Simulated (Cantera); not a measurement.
## Thermodynamics of iron carbonyl, mercury and lead vapours, feed PbO + N2

Input: 1 mol PbO, 0.27 mol N2, equilibrated at 0.700 bar.

Equilibrium computed with Cantera from the NASA thermochemical tables; the gas is ideal and each condensed phase is pure. Candidate condensed phases: Pb, PbO, PbO2, Pb3O4; 12 gas species. Gases not in the tables: (PbO)n polymers. The numbers say what is thermodynamically allowed, not how fast it happens.

From 923 K to 1123 K the condensed part is PbO(yellow). From 1173 K to 1273 K the condensed part is PbO(l).

| T (K) | log p N2 | log p PbO | log p Pb | log p O2 | log p NO | n PbO(yellow) | n PbO(l) |
|---|---|---|---|---|---|---|---|
| 923 | -0.15 | -7.72 | -8.39 | -8.77 | -8.98 | 1.00 | 0 |
| 973 | -0.15 | -6.92 | -7.60 | -8.00 | -8.32 | 1.00 | 0 |
| 1023 | -0.15 | -6.19 | -6.91 | -7.28 | -7.72 | 1.00 | 0 |
| 1073 | -0.15 | -5.54 | -6.27 | -6.63 | -7.18 | 1.000 | 0 |
| 1123 | -0.15 | -4.94 | -5.70 | -6.05 | -6.69 | 1.000 | 0 |
| 1173 | -0.15 | -4.41 | -5.18 | -5.52 | -6.25 | 0 | 1.000 |
| 1223 | -0.15 | -3.96 | -4.73 | -5.07 | -5.85 | 0 | 1.000 |
| 1273 | -0.16 | -3.55 | -4.32 | -4.65 | -5.49 | 0 | 1.000 |
log p: log10 of the partial pressure in bar; n: condensed amount in mol.
